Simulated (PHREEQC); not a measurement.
## Reverse-osmosis permeate

A made-up water analysis in mg/L, 65 °C, pH 6.95, pe 2.1:

```tsv
constituent	mg/L
Na	0.396
K	0.33
Ca	3.52
Mg	0.0842
Cl	2.58
S(6) as SO4	5.68
Alkalinity as HCO3	0.964
Li	0.00148
B	0.00816
Fe(2)	0.00666
```

Valence states are taken as typed.

Equilibrium calculation in PHREEQC: ion-association model, wateq4f.dat.

Precipitation was switched off in this run.

**Question.** What charge-balance error does the model give?

**Answer.** charge-balance error 0.5 %.

**Question.** In which forms is C present?

**Answer.** HCO3- 82 %, CO2 18 % of the C.

Constants without temperature data keep their 25 °C values here.
